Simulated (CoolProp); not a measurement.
Tetrahydrofuran along the isobar 4.03 bar: density (kg/m³) from the reference equation and from simpler models built on Tc = 267.0 °C, pc = 53.04 bar, ω = 0.234; each cubic takes its own stable root.

Model: reference Helmholtz-energy equation of state, Fiedler 2023, in CoolProp.

| T (°C) | phase | reference |
|---|---|---|
| -48.15 | liquid | 960.5 |
| -43.65 | liquid | 955.7 |
| -39.25 | liquid | 951.1 |
| -34.85 | liquid | 946.5 |
| -30.35 | liquid | 941.7 |
| -25.95 | liquid | 937.1 |
| -21.55 | liquid | 932.4 |
| -17.15 | liquid | 927.7 |
| -12.65 | liquid | 923.0 |
| -8.25 | liquid | 918.3 |
| -3.85 | liquid | 913.6 |
| 0.65 | liquid | 908.7 |
| 5.05 | liquid | 904.0 |
| 9.45 | liquid | 899.2 |

Q: How far does each simpler model (van der Waals, Redlich-Kwong, Soave-Redlich-Kwong, Peng-Robinson) lie from the reference over these 14 states: mean and median of the absolute difference, and the worst?

A: 
- van der Waals: mean 38.9 %, median 38.9 %, worst -39.3 % at -48.15 °C and 4.03 bar
- Redlich-Kwong: mean 9.3 %, median 9.2 %, worst -9.5 % at -48.15 °C and 4.03 bar
- Soave-Redlich-Kwong: mean 7.9 %, median 7.8 %, worst -8.5 % at -48.15 °C and 4.03 bar
- Peng-Robinson: mean 3.6 %, median 3.6 %, worst +4.4 % at 9.45 °C and 4.03 bar
